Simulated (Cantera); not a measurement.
Input: 1 mol SiC, 0.0011 mol H2O, 2.3 mol N2, equilibrated at 1627 °C and 2.30e-5 bar.

Method: chemical equilibrium by Gibbs-energy minimisation in Cantera with the NASA 1993 tables (ideal gas, pure condensed phases). Candidate condensed phases: C, C6H6, C7H8, C8H18, H2O, Si, SiC, SiO2, Si2N2O, Si3N4; 151 gas species. The tables' values for SiN are old estimates; treat these amounts as uncertain. Rates play no part.

Base state: N2 0.977, Si 0.0204, H 0.000833, SiC2 0.000515, CO 0.000464, Si2C 0.000357, HCN 4.85e-5, SiN 3.23e-5 (mole fractions); condensed: C(graphite) + SiC(s).

**Question.** What changes in the equilibrium state with this change: pressure from 2.30e-5 bar to 0.100 bar?

**Answer.** 
```
species             before     after
----------------  --------  --------
N2                   0.977     0.999
H2                 2.53e-5  0.000441
CO                0.000464  0.000260
Si                  0.0204   5.01e-5
H                 0.000833   5.27e-5
SiO                3.38e-6  0.000217
SiC2              0.000515   1.11e-8
CN                 2.94e-5   4.22e-8
Si2C              0.000357   8.79e-7
C(graphite), mol    0.0464         0
SiC(s), mol          0.949     0.999
```

**Question.** What changes in the equilibrium state with this change: H2O from 0.0011 to 0.17 mol?

**Answer.** 
```tsv
species	before	after
N2	0.977	0.808
CO	0.000464	0.0569
Si	0.0204	0.0537
H2	2.53e-5	0.0423
H	0.000833	0.0341
SiO	3.38e-6	0.00289
SiH	4.27e-7	4.60e-5
HCN	4.85e-5	0.000683
C(graphite), mol	0.0464	0
SiC(s), mol	0.949	0.832
```
